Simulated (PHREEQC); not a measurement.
Consider water at 25 °C with 0.0056 mol/kgw KCl, 0.00021 mol/kgw NaHCO3 and 0.0063 mol/kgw KBr. Closed to the air; pH follows from the charge balance.

The numbers come from PHREEQC with the ion-association model, phreeqc.dat.

| quantity | before | after |
|---|---|---|
| pH | 8.11 | 7.66 |
| ionic strength (mol/kgw) | 0.0121 | 0.0123 |
| CO2 (mol/kgw) | 3.19e-6 | 8.70e-6 |
| CO3-2 (mol/kgw) | 1.72e-6 | 5.81e-7 |
| NaHCO3 (mol/kgw) | 1.94e-8 | 1.86e-8 |
| NaCO3- (mol/kgw) | 4.38e-9 | 1.47e-9 |
| SI of Sylvite (KCl) | -5.18 | -5.18 |
| SI of Halite (NaCl) | -7.60 | -7.60 |

Problem. Which change was made?
(A) diluted 5-fold with water
(B) diluted 2-fold with water
(C) 7e-05 mol/kgw ZnBr2 added
(D) KBr left out
(E) KCl from 0.0056 to 0.00504 mol/kgw

Solution. C, 7e-05 mol/kgw ZnBr2 added

No solid was allowed to form.
